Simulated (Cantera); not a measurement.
# Equilibrium for metals in furnace atmospheres: Pb + CO2 + N2

Charge: 1 mol Pb, 0.62 mol CO2, 19 mol N2, equilibrated at 12.0 Pa.

These are equilibrium values from Cantera (NASA tables, ideal gas, pure condensed phases), not measurements of a reactor. Candidate condensed phases: C, Pb, PbO, PbO2, Pb3O4; 27 gas species. The numbers say what is thermodynamically allowed, not how fast it happens.

```csv
T (K),x N2,x Pb,x CO2,x CO,n Pb(l)
725,0.968,2.81e-5,0.0316,1.77e-7,0.999
775,0.968,0.000207,0.0316,3.47e-7,0.996
825,0.967,0.00120,0.0316,1.15e-6,0.976
875,0.963,0.00562,0.0314,4.79e-6,0.889
925,0.947,0.0223,0.0309,1.69e-5,0.553
975,0.921,0.0485,0.0300,4.16e-5,0
1025,0.921,0.0484,0.0300,6.66e-5,0
1075,0.921,0.0484,0.0300,0.000102,0
1125,0.921,0.0483,0.0299,0.000150,0
1175,0.921,0.0483,0.0299,0.000214,0
1225,0.921,0.0482,0.0298,0.000296,0
1275,0.921,0.0481,0.0297,0.000398,0
1325,0.921,0.0480,0.0295,0.000525,0
1375,0.921,0.0478,0.0294,0.000680,0
```
x: gas mole fraction; n: condensed amount in mol.

From 725 K to 925 K the condensed part is Pb(l). From 975 K to 1375 K nothing is condensed. The main Pb-bearing gas is Pb throughout.
